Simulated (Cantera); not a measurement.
An isothermal, constant-pressure homogeneous reactor starts with H2 : O2 : N2 = 0.17 : 1 : 1.8 (molar parts), at 1300 K and 12.0 Torr.

Computed with Cantera and GRI-Mech 3.0 (53 species, 325 reactions). Radical loss at walls, strong at low pressure, is not modelled. The temperature is held fixed by assumption; the heat of reaction is taken as removed at once.

One state of this run: x H2 = 0.00161; x O2 = 0.304; x N2O = 6.47e-9; x H = 0.00887; x NO2 = 2.78e-11. x: mole fraction; the columns are a selection and need not sum to one.

Question: Which value of t (s) does it belong to?
A) 0.0247
B) 0.00626
C) 0.0973
D) 0.761

Answer: A, 0.0247
